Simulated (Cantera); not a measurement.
A perfectly stirred reactor is fed with 16.2 % CH3OH, 15.2 % O2, 57.2 % N2, 11.4 % CO2, at 4.90 bar; it is adiabatic with a 425 K inlet, and is followed from long to short residence time, starting on the burning branch (τ in s: 0.2, 0.076, 0.029, 0.011, 0.0042, 0.0016, 0.00062, 0.00024, 9.1e-05).

Detailed kinetics in Cantera: GRI-Mech 3.0 (53 species, 325 reactions). GRI-Mech 3.0 was tuned for natural gas; its chemistry of methanol as a main component is partial and can be far from experiment.

x: mole fraction; the columns are a selection and need not sum to one.

| τ (s) | T (K) | x CH3OH | x O2 | x CO2 | x CH2O | x C2H2 | x H2O |
|---|---|---|---|---|---|---|---|
| 0.20 | 1781 | 1.98e-6 | 4.53e-5 | 0.129 | 1.69e-6 | 5.39e-8 | 0.227 |
| 0.076 | 1779 | … | … | 0.129 | … | … | 0.227 |
| 0.029 | 1777 | … | … | 0.129 | … | … | 0.227 |
| 0.011 | 1774 | 1.03e-5 | 0.000239 | 0.129 | 8.59e-6 | 2.07e-7 | 0.226 |
| 0.0042 | 1768 | 1.93e-5 | 0.000446 | 0.129 | 1.59e-5 | 4.99e-7 | 0.226 |
| 0.0016 | 1760 | 3.83e-5 | 0.000876 | 0.129 | 3.12e-5 | 1.33e-6 | 0.225 |
| 0.00062 | 1746 | 8.26e-5 | 0.00183 | 0.128 | 6.62e-5 | 3.61e-6 | 0.223 |
| 0.00024 | 1715 | 0.000212 | 0.00434 | 0.126 | 0.000166 | 8.81e-6 | 0.220 |
| 9.1e-5 | 425 | 0.162 | 0.152 | 0.114 | <1e-12 | <1e-12 | <1e-12 |

**Question.** Complete the blanks.

**Answer.** 
- 0.076, x CH3OH: 3.33e-6
- 0.076, x O2: 7.65e-5
- 0.076, x CH2O: 2.82e-6
- 0.076, x C2H2: 6.23e-8
- 0.029, x CH3OH: 5.75e-6
- 0.029, x O2: 0.000133
- 0.029, x CH2O: 4.83e-6
- 0.029, x C2H2: 1.00e-7
